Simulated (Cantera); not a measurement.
A perfectly stirred reactor is fed with CH₄ : N₂ = 1 : 2.2 (molar parts), at 1.00 bar; it is held at 1975 K, and followed from long to short residence time.

Detailed kinetics in Cantera: GRI-Mech 3.0 (53 species, 325 reactions). GRI-Mech 3.0 stops at C3 and has no aromatics, soot or wall deposition, so with more carbon than oxygen in the feed, carbon stays in small species such as C2H2 where larger ones or solid carbon would form.

**Question.** What does this change do: N2 2.2 to 4.6 parts?

**Answer.** 
```json
[
 {"quantity": "x(CH₄) at τ = 1.20 s", "before": "0.00307", "after": "0.00181"},
 {"quantity": "x(C₂H₆) at τ = 1.20 s", "before": "2.66e-7", "after": "1.41e-7"},
 {"quantity": "x(H) at τ = 1.20 s", "before": "0.000812", "after": "0.000646"},
 {"quantity": "x(C₂H₂) at τ = 1.20 s", "before": "0.117", "after": "0.0745"},
 {"quantity": "x(C₂H) at τ = 1.20 s", "before": "4.63e-6", "after": "3.68e-6"},
 {"quantity": "x(CH₄) at τ = 14.0 ms", "before": "0.0269", "after": "0.0168"},
 {"quantity": "x(C₂H₆) at τ = 14.0 ms", "before": "1.71e-5", "after": "1.04e-5"},
 {"quantity": "x(H) at τ = 14.0 ms", "before": "0.000702", "after": "0.000548"},
 {"quantity": "x(C₂H₂) at τ = 14.0 ms", "before": "0.108", "after": "0.0679"},
 {"quantity": "x(C₂H) at τ = 14.0 ms", "before": "3.99e-6", "after": "3.12e-6"}
]
```

**Question.** What does this change do: temperature 1975 to 1125 K?

**Answer.** 
```csv
quantity,before,after
x(CH₄) at τ = 1.20 s,0.00307,0.312
x(C₂H₆) at τ = 1.20 s,2.66e-7,3.70e-6
x(H) at τ = 1.20 s,0.000812,2.46e-12
x(C₂H₂) at τ = 1.20 s,0.117,8.05e-10
x(C₂H) at τ = 1.20 s,4.63e-6,<1e-12
x(CH₄) at τ = 14.0 ms,0.0269,0.312
x(C₂H₆) at τ = 14.0 ms,1.71e-5,6.44e-9
x(H) at τ = 14.0 ms,0.000702,2.17e-12
x(C₂H₂) at τ = 14.0 ms,0.108,<1e-12
x(C₂H) at τ = 14.0 ms,3.99e-6,<1e-12
```
